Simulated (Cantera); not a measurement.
A freely propagating, adiabatic, planar premixed flame of H2 : O2 : N2 = 1 : 0.505 : 1.9 (molar parts), equivalence ratio 0.99, unburnt at 375 K and 0.132 atm; mixture-averaged transport, grid criteria slope 0.08 and curve 0.16, no radiation.

Computed with Cantera and the H2/O2 subset of GRI-Mech 3.0, which has no nitrogen chemistry. Burning velocities carry a grid error of a few per cent, more on coarse grids.

**Question.** Predict: laminar burning velocity; thermal thickness; peak x(O); peak x(OH); peak x(HO2); peak x(H2O2).

**Answer.** 
```
Item                         Value
------------------------  --------
laminar burning velocity  274 cm/s
thermal thickness          5.65 mm
peak x(O)                   0.0131
peak x(OH)                  0.0159
peak x(HO2)               0.000117
peak x(H2O2)               2.36e-5
```
